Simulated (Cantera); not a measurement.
Equilibrium for sublimation and decomposition of ceramics: SiC + Si + H2

Input: 1 mol SiC, 0.002 mol Si, 0.26 mol H2, equilibrated at 1575 K and 0.100 bar.

Cantera equilibrium calculation (NASA polynomials, part measured and part estimated; ideal gas, pure solids and liquids). Candidate condensed phases: C, C6H6, C7H8, C8H18, Si, SiC; 87 gas species. Mutual solubility and eutectic melting of coexisting phases are not modelled. Rates play no part.

x(H2): 1.000
x(H): 0.000131
x(SiH2): 3.76e-6
x(CH4): 1.75e-6
n(Si(s)): 0.00200 mol
n(SiC(s)): 1.00 mol
gas amount: 0.2600 mol
log10 activity of C(graphite) (absent): -2.02
